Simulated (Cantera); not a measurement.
A freely propagating, adiabatic, planar premixed flame of H₂ : O₂ : N₂ = 1 : 0.278 : 1.04 (molar parts), equivalence ratio 1.8, unburnt at 650 K and 10.0 bar; mixture-averaged transport, grid criteria slope 0.08 and curve 0.16, no radiation.

Detailed kinetics in Cantera: the H2/O2 subset of GRI-Mech 3.0, which has no nitrogen chemistry. The hydrogen kinetics of GRI-Mech 3.0 are dated; newer H2 mechanisms differ, most at raised pressure. Burning velocities carry a grid error of a few per cent, more on coarse grids.

Problem. What does this change do: H2 1 to 1.3 parts?

Solution. 
| quantity | before | after |
|---|---|---|
| laminar burning velocity | 1020 cm/s | 930 cm/s |
| thermal thickness | 0.0245 mm | 0.0259 mm |
| peak x(H₂O₂) | 7.77e-5 | 7.07e-5 |
| peak x(H) | 0.0477 | 0.0412 |
| peak x(O) | 0.00268 | 0.00143 |

Problem. What does this change do: inlet temperature 650 to 625 K?

Solution. 
```
quantity                     before      after
------------------------  ---------  ---------
laminar burning velocity  1020 cm/s   939 cm/s
thermal thickness         0.0245 mm  0.0241 mm
peak x(H₂O₂)                7.77e-5    8.41e-5
peak x(H)                    0.0477     0.0461
peak x(O)                   0.00268    0.00257
```
